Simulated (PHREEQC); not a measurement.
Synthetic water in mg/L, 30 °C, pH 6.24, pe 10.6:

```json
[
 {"constituent": "Na", "mg/L": "167"},
 {"constituent": "K", "mg/L": "0.59"},
 {"constituent": "Ca", "mg/L": "34.3"},
 {"constituent": "Mg", "mg/L": "53.5"},
 {"constituent": "Cl", "mg/L": "78.8"},
 {"constituent": "S(6) as SO4", "mg/L": "302"},
 {"constituent": "Alkalinity as HCO3", "mg/L": "303"},
 {"constituent": "F", "mg/L": "1.68"}
]
```

Valence states are taken as typed.

Computed with PHREEQC (ion-association model, phreeqc.dat).

No solid was allowed to form.

Q: Order these S species by the share of S that they hold, largest first: CaSO4, NaSO4-, SO4-2, MgSO4.

A: SO4-2 (81 %), MgSO4 (13 %), CaSO4 (3.8 %), NaSO4- (1.8 %)

Q: Order these Ca species by the share of Ca that they hold, largest first: Ca+2, CaSO4, CaHCO3+.

A: Ca+2 (83 %), CaSO4 (14 %), CaHCO3+ (3.3 %)

The pH is 6.24 and the ionic strength 0.0172 mol/kgw.
